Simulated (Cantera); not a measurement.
An isothermal, constant-pressure homogeneous reactor starts with 30.3 % C3H8, 69.7 % H2, at 1425 K and 0.240 Torr.

Model: GRI-Mech 3.0 (53 species, 325 reactions), integrated in Cantera. GRI-Mech 3.0 was tuned for natural gas; its chemistry of propane as a main component is partial and can be far from experiment. GRI-Mech 3.0 stops at C3 and has no aromatics, soot or wall deposition, so with more carbon than oxygen in the feed, carbon stays in small species such as C2H2 where larger ones or solid carbon would form. Radical loss at walls, strong at low pressure, is not modelled.

x: mole fraction; the columns are a selection and need not sum to one.

```json
[
 {"t (s)": "7.00e-6", "x C3H8": "0.303", "x H2": "0.697", "x CH2": "<1e-12", "x C2H6": "3.25e-9", "x C2H4": "2.04e-8"},
 {"t (s)": "3.38e-5", "x C3H8": "0.303", "x H2": "0.697", "x CH2": "1.69e-12", "x C2H6": "7.55e-8", "x C2H4": "4.81e-7"},
 {"t (s)": "0.000163", "x C3H8": "0.303", "x H2": "0.697", "x CH2": "2.05e-10", "x C2H6": "1.72e-6", "x C2H4": "1.29e-5"},
 {"t (s)": "0.000788", "x C3H8": "0.300", "x H2": "0.696", "x CH2": "[?]", "x C2H6": "3.64e-5", "x C2H4": "0.000450"},
 {"t (s)": "0.00381", "x C3H8": "0.283", "x H2": "0.687", "x CH2": "[?]", "x C2H6": "0.000521", "x C2H4": "0.00935"},
 {"t (s)": "0.0184", "x C3H8": "0.144", "x H2": "0.614", "x CH2": "[?]", "x C2H6": "0.00300", "x C2H4": "0.105"},
 {"t (s)": "0.0888", "x C3H8": "0.000353", "x H2": "0.563", "x CH2": "[?]", "x C2H6": "0.000766", "x C2H4": "0.150"},
 {"t (s)": "0.429", "x C3H8": "1.40e-7", "x H2": "0.586", "x CH2": "[?]", "x C2H6": "0.000108", "x C2H4": "0.103"},
 {"t (s)": "2.07", "x C3H8": "1.61e-9", "x H2": "0.600", "x CH2": "[?]", "x C2H6": "1.51e-5", "x C2H4": "0.0674"},
 {"t (s)": "10.0", "x C3H8": "1.75e-10", "x H2": "0.615", "x CH2": "[?]", "x C2H6": "3.55e-6", "x C2H4": "0.0305"}
]
```

### Question
Fill in the missing entries.

### Answer

- 0.000788, x CH2: 2.62e-8
- 0.00381, x CH2: 2.22e-6
- 0.0184, x CH2: 1.28e-5
- 0.0888, x CH2: 3.43e-6
- 0.429, x CH2: 3.02e-7
- 2.07, x CH2: 3.17e-8
- 10.0, x CH2: 7.77e-9
